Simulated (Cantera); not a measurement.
A perfectly stirred reactor is fed with CH4 : O2 : N2 = 1 : 3.39 : 12.7 (molar parts), equivalence ratio 0.59, at 0.987 atm; it is adiabatic with a 750 K inlet, and is followed from long to short residence time, starting on the burning branch (τ in s: 0.046, 0.023, 0.011, 0.0054, 0.0027, 0.0013, 0.00064, 0.00031, 0.00015, 7.6e-05, 3.7e-05).

Computed with Cantera and GRI-Mech 3.0 (53 species, 325 reactions).

### Question
Predict: blow-out, bracketed by the residence times tried; x(CH4) at τ = 46.0 ms; x(O2) at τ = 46.0 ms; x(H) at τ = 46.0 ms; x(O) at τ = 46.0 ms; x(CH2O) at τ = 46.0 ms; x(CH4) at τ = 1.30 ms; x(O2) at τ = 1.30 ms; x(H) at τ = 1.30 ms; x(O) at τ = 1.30 ms; x(CH2O) at τ = 1.30 ms.

### Answer
- blow-out, bracketed by the residence times tried = burning at 76.0 µs, out at 37.0 µs
- x(CH4) at τ = 46.0 ms = 8.48e-6
- x(O2) at τ = 46.0 ms = 0.0809
- x(H) at τ = 46.0 ms = 5.77e-5
- x(O) at τ = 46.0 ms = 0.000409
- x(CH2O) at τ = 46.0 ms = 1.16e-6
- x(CH4) at τ = 1.30 ms = 9.36e-5
- x(O2) at τ = 1.30 ms = 0.0821
- x(H) at τ = 1.30 ms = 0.00108
- x(O) at τ = 1.30 ms = 0.00272
- x(CH2O) at τ = 1.30 ms = 1.40e-5
